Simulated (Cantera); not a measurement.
A closed system holds: 1 mol SiO2, 1.6 mol CO, 0.48 mol N2, at 72000 Pa.

These are equilibrium values from Cantera (NASA tables, ideal gas, pure condensed phases), not measurements of a reactor. Candidate condensed phases: C, Si, SiC, SiO2, Si2N2O, Si3N4; 34 gas species. The tables hold silica as quartz up to 1696 K and as liquid above; real silica turns to tridymite and cristobalite and melts near 1996 K. Rates play no part.

**Question.** At 1600 K, list the 4 most abundant gas species with their mole fractions, and the condensed phases.

**Answer.** CO 0.769, N2 0.231, CO2 0.000132, SiO 6.90e-5. Condensed: SiO2(β-quartz).
